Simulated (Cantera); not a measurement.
Thermodynamics of chemical vapour transport, feed Si + H2O

Feed: 1 mol Si, 0.046 mol H2O, equilibrated at 0.340 bar.

These are equilibrium values from Cantera (NASA tables, ideal gas, pure condensed phases), not measurements of a reactor. Candidate condensed phases: H2O, Si, SiO2; 18 gas species. Mutual solubility and eutectic melting of coexisting phases are not modelled. The tables hold silica as quartz up to 1696 K and as liquid above; real silica turns to tridymite and cristobalite and melts near 1996 K. Rates play no part.

```json
[
 {"T (K)": "798", "x H2": "1.00", "x SiO": "<1e-12", "x H": "4.57e-12", "x H2O": "1.84e-12", "x SiH2": "<1e-12", "n Si(s)": "0.977", "n SiO2(α-quartz)": "0.0230", "n SiO2(β-quartz)": "0"},
 {"T (K)": "898", "x H2": "1.00", "x SiO": "1.32e-11", "x H": "1.88e-10", "x H2O": "5.89e-11", "x SiH2": "3.45e-12", "n Si(s)": "0.977", "n SiO2(α-quartz)": "0", "n SiO2(β-quartz)": "0.0230"},
 {"T (K)": "998", "x H2": "1.00", "x SiO": "1.41e-9", "x H": "3.69e-9", "x H2O": "9.27e-10", "x SiH2": "8.84e-11", "n Si(s)": "0.977", "n SiO2(α-quartz)": "0", "n SiO2(β-quartz)": "0.0230"},
 {"T (K)": "1098", "x H2": "1.00", "x SiO": "6.33e-8", "x H": "4.24e-8", "x H2O": "8.73e-9", "x SiH2": "1.25e-9", "n Si(s)": "0.977", "n SiO2(α-quartz)": "0", "n SiO2(β-quartz)": "0.0230"},
 {"T (K)": "1198", "x H2": "1.000", "x SiO": "1.49e-6", "x H": "3.26e-7", "x H2O": "5.61e-8", "x SiH2": "1.14e-8", "n Si(s)": "0.977", "n SiO2(α-quartz)": "0", "n SiO2(β-quartz)": "0.0230"},
 {"T (K)": "1298", "x H2": "1.000", "x SiO": "2.13e-5", "x H": "1.84e-6", "x H2O": "2.69e-7", "x SiH2": "7.39e-8", "n Si(s)": "0.977", "n SiO2(α-quartz)": "0", "n SiO2(β-quartz)": "0.0230"},
 {"T (K)": "1398", "x H2": "1.000", "x SiO": "0.000207", "x H": "8.11e-6", "x H2O": "1.02e-6", "x SiH2": "3.66e-7", "n Si(s)": "0.977", "n SiO2(α-quartz)": "0", "n SiO2(β-quartz)": "0.0230"}
]
```
x: gas mole fraction; n: condensed amount in mol.

At 798 K the condensed part is Si(s) + SiO2(α-quartz). From 898 K to 1398 K the condensed part is Si(s) + SiO2(β-quartz). The main Si-bearing gas is SiH4 at 798 K and SiO at 1398 K.
